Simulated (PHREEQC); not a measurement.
0.049 g of hydrous ferric oxide (600 m²/g; 0.2 weak and 0.005 strong sites per Fe, Dzombak-Morel constants, diffuse double layer) in 1 kg of water with 0.005 mol/kgw of an inert sodium salt and 2.1e-05 mol NiCl2, at 25 °C; the pH is set by adding NaOH or the inert anion's acid. Oxygen is held at 0.21 atm. CO2 from the air is kept out. Nothing may precipitate in this run.

The series has 13 steps of pH, from 3 to 9.

The numbers come from PHREEQC with the ion-association model, wateq4f.dat.

### Question
Near which pH is half of the Ni sorbed, and on which side is more sorbed?

### Answer
Near pH 7.4, with more sorbed at higher pH.

### Question
At which pH does the surface charge pass through zero?

### Answer
Near pH 8.5.

The oxide is taken as insoluble; below pH 4 it would dissolve.
